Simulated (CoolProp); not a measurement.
Aqueous sodium chloride as a coolant, 20 % by mass, freezing at -16.5 °C, 1 atm.

Computed with CoolProp (Melinder's fits for secondary coolants).

| T (°C) | Prandtl number | cp (kJ/(kg K)) | viscosity (mPa s) | conductivity (W/(m K)) |
|---|---|---|---|---|
| -6.1 | 20.8 | 3.372 | 3.32 | 0.539 |
| -2.7 | 18.3 | 3.379 | 2.95 | 0.544 |
| 0.7 | 16.3 | 3.385 | 2.63 | 0.549 |
| 4 | 14.5 | 3.390 | 2.37 | 0.554 |
| 7.4 | 13.0 | 3.395 | 2.14 | 0.559 |
| 10.8 | 11.7 | 3.400 | 1.94 | 0.564 |
| 14.1 | 10.6 | 3.404 | 1.78 | 0.569 |
| 17.5 | 9.66 | 3.408 | 1.63 | 0.574 |
| 20.9 | 8.83 | 3.412 | 1.50 | 0.579 |
| 24.3 | 8.12 | 3.415 | 1.39 | 0.585 |
| 27.6 | 7.51 | 3.417 | 1.30 | 0.590 |
| 31 | 6.98 | 3.419 | 1.21 | 0.595 |
